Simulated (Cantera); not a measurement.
Input (Python, Cantera):

```python
import numpy as np
import cantera as ct

gas = ct.Solution("gri30.yaml")
gas.TPX = 1973, 20000, {'CH4': 1, 'N2': 3.7}
reactor = ct.IdealGasConstPressureReactor(gas, energy="off", clone=False)
net = ct.ReactorNet([reactor])
net.rtol, net.atol = 1e-08, 1e-18
show = ['CH4', 'HCN', 'C2H6', 'C2H2', 'CH2', 'C2H4', 'H']
times = np.geomspace(4e-05, 100, 14)

steps = ct.SolutionArray(gas, extra=["t"])
rows = []
print(f"{'t/s':>10s}{'T/K':>9s}{'P/Pa':>11s}" + "".join(f"{s:>11s}" for s in show))
for t in times:
    while net.time < t:
        t_next = net.step()
        steps.append(gas.state, t=t_next)
    rows.append([np.interp(t, steps.t, y) for y in (steps.T, steps.P, *steps(*show).X.T)])
    print(f"{t:10.3e}{rows[-1][0]:9.1f}{rows[-1][1]:11.4g}" + "".join(f"{x:11.3e}" for x in rows[-1][2:]))
rate = np.gradient(steps.T, steps.t)
print("integrator steps:", len(steps.t))
if steps.T.max() > steps.T[0] + 200:
    print(f"time of steepest temperature rise: {steps.t[rate.argmax()]:.4e} s")
gas.TPX = 1973, 20000, {'CH4': 1, 'N2': 3.7}
gas.equilibrate("TP")
print(f"equilibrium (TP): T = {gas.T:.1f} K  " + "  ".join(f"{s} {gas[s].X[0]:.3e}" for s in show))
```

Result:

```
       t/s      T/K       P/Pa        CH4        HCN       C2H6       C2H2        CH2       C2H4          H
 4.000e-05   1973.0      2e+04  2.110e-01  8.431e-11  4.450e-06  5.272e-07  6.619e-07  3.142e-05  1.065e-05
 1.242e-04   1973.0      2e+04  2.054e-01  2.486e-09  6.132e-05  6.423e-05  4.794e-06  9.294e-04  3.310e-05
 3.858e-04   1973.0      2e+04  1.600e-01  1.904e-07  2.865e-04  6.723e-03  1.909e-05  1.156e-02  2.431e-04
 1.198e-03   1973.0      2e+04  6.517e-02  2.703e-06  7.788e-05  5.535e-02  1.447e-05  3.497e-03  6.966e-04
 3.721e-03   1973.0      2e+04  2.015e-02  9.148e-06  9.397e-06  7.825e-02  7.599e-06  3.417e-04  1.030e-03
 1.156e-02   1973.0      2e+04  4.818e-03  2.054e-05  7.171e-07  8.537e-02  3.076e-06  5.654e-05  1.339e-03
 3.589e-02   1973.0      2e+04  1.140e-03  3.542e-05  4.696e-08  8.706e-02  9.433e-07  3.692e-05  1.511e-03
 1.115e-01   1973.0      2e+04  3.289e-04  5.155e-05  4.320e-09  8.743e-02  2.888e-07  3.583e-05  1.550e-03
 3.461e-01   1973.0      2e+04  1.515e-04  7.105e-05  1.163e-09  8.750e-02  1.342e-07  3.578e-05  1.555e-03
 1.075e+00   1973.0      2e+04  1.363e-04  1.144e-04  1.000e-09  8.749e-02  1.209e-07  3.577e-05  1.555e-03
 3.339e+00   1973.0      2e+04  1.363e-04  2.467e-04  1.000e-09  8.742e-02  1.209e-07  3.575e-05  1.555e-03
 1.037e+01   1973.0      2e+04  1.364e-04  6.437e-04  1.001e-09  8.722e-02  1.210e-07  3.567e-05  1.555e-03
 3.220e+01   1973.0      2e+04  1.366e-04  1.768e-03  1.001e-09  8.666e-02  1.212e-07  3.544e-05  1.555e-03
 1.000e+02   1973.0      2e+04  1.366e-04  4.600e-03  9.962e-10  8.525e-02  1.212e-07  3.486e-05  1.555e-03
integrator steps: 1575
equilibrium (TP): T = 1973.0 K  CH4 9.272e-05  HCN 1.009e-01  C2H6 4.512e-10  C2H2 3.711e-02  CH2 8.227e-08  C2H4 1.518e-05  H 1.556e-03
```

Cantera simulation using GRI-Mech 3.0 (53 species, 325 reactions); the numbers are that mechanism's predictions, not measurements. GRI-Mech 3.0 stops at C3 and has no aromatics, soot or wall deposition, so with more carbon than oxygen in the feed, carbon stays in small species such as C2H2 where larger ones or solid carbon would form.
